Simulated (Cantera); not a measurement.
**Equilibrium for iron carbonyl, mercury and lead vapours: Fe(CO)₅ + N₂ + H₂**

A closed system holds: 1 mol Fe(CO)₅, 0.17 mol N₂, 0.25 mol H₂, at 15.0 Torr.

These are equilibrium values from Cantera (NASA tables, ideal gas, pure condensed phases), not measurements of a reactor. Candidate condensed phases: C, C₆H₆, C₇H₈, C₈H₁₈, Fe, Fe(CO)₅, FeO, Fe(OH)₂, Fe(OH)₃, Fe₂O₃, Fe₃O₄, H₂O; 140 gas species. Condensed phases not in the tables: cementite and carbon dissolved in iron. Equilibrium is a limit: real reactors are often held back by kinetics, nucleation or transport.

```json
[
 {"T (°C)": "727", "log p CO": "-1.74", "log p H₂": "-3.03", "log p N₂": "-3.20", "log p CO₂": "-3.72", "n C(graphite)": "0.0525", "n Fe(α)": "1.00", "n Fe(γ)": "0"},
 {"T (°C)": "777", "log p CO": "-1.74", "log p H₂": "-3.03", "log p N₂": "-3.20", "log p CO₂": "-4.14", "n C(graphite)": "0.0203", "n Fe(α)": "1.00", "n Fe(γ)": "0"},
 {"T (°C)": "827", "log p CO": "-1.73", "log p H₂": "-3.04", "log p N₂": "-3.20", "log p CO₂": "-4.52", "n C(graphite)": "0.00850", "n Fe(α)": "1.00", "n Fe(γ)": "0"},
 {"T (°C)": "877", "log p CO": "-1.73", "log p H₂": "-3.04", "log p N₂": "-3.20", "log p CO₂": "-4.87", "n C(graphite)": "0.00383", "n Fe(α)": "1.00", "n Fe(γ)": "0"},
 {"T (°C)": "927", "log p CO": "-1.73", "log p H₂": "-3.04", "log p N₂": "-3.20", "log p CO₂": "-5.19", "n C(graphite)": "0.00184", "n Fe(α)": "0", "n Fe(γ)": "1.00"},
 {"T (°C)": "977", "log p CO": "-1.73", "log p H₂": "-3.04", "log p N₂": "-3.20", "log p CO₂": "-5.48", "n C(graphite)": "0.000928", "n Fe(α)": "0", "n Fe(γ)": "1.00"},
 {"T (°C)": "1027", "log p CO": "-1.73", "log p H₂": "-3.04", "log p N₂": "-3.20", "log p CO₂": "-5.75", "n C(graphite)": "0", "n Fe(α)": "0", "n Fe(γ)": "1.00"},
 {"T (°C)": "1077", "log p CO": "-1.73", "log p H₂": "-3.04", "log p N₂": "-3.20", "log p CO₂": "-6.00", "n C(graphite)": "0", "n Fe(α)": "0", "n Fe(γ)": "1.000"}
]
```
log p: log10 of the partial pressure in bar; n: condensed amount in mol.

From 727 °C to 877 °C the condensed part is C(graphite) + Fe(α). From 927 °C to 977 °C the condensed part is C(graphite) + Fe(γ). From 1027 °C to 1077 °C the condensed part is Fe(γ).
